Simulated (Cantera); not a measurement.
# Thermodynamics of abatement and gas-phase synthesis, feed H2O + H2

Feed: 1 mol H2O, 0.46 mol H2, held at 960000 Pa.

Cantera equilibrium calculation (NASA polynomials, part measured and part estimated; ideal gas, pure solids and liquids). Candidate condensed phases: H2O; 9 gas species. Rates play no part.

From 1923 K to 2748 K nothing is condensed.

```
T (K)  x H2O   x H2       x H      x OH       x O      x O2     x HO2
-----  -----  -----  --------  --------  --------  --------  --------
1923   0.685  0.315  0.000171   3.19e-5   1.29e-8   1.22e-8  3.55e-11
1998   0.685  0.315  0.000291   6.29e-5   4.24e-8   3.98e-8  1.18e-10
2073   0.685  0.315  0.000476  0.000118   1.28e-7   1.19e-7  3.59e-10
2148   0.684  0.315  0.000755  0.000211   3.57e-7   3.30e-7   1.01e-9
2223   0.684  0.314   0.00116  0.000364   9.31e-7   8.53e-7   2.66e-9
2298   0.684  0.314   0.00173  0.000606   2.28e-6   2.07e-6   6.58e-9
2373   0.683  0.314   0.00252  0.000976   5.28e-6   4.77e-6   1.53e-8
2448   0.682  0.313   0.00360   0.00153   1.16e-5   1.04e-5   3.40e-8
2523   0.680  0.313   0.00502   0.00232   2.44e-5   2.17e-5   7.17e-8
2598   0.678  0.312   0.00686   0.00344   4.91e-5   4.34e-5   1.45e-7
2673   0.675  0.311   0.00922   0.00499   9.48e-5   8.32e-5   2.81e-7
2748   0.671  0.310    0.0122   0.00708  0.000176  0.000154   5.23e-7
```
x: gas mole fraction; nothing condenses.
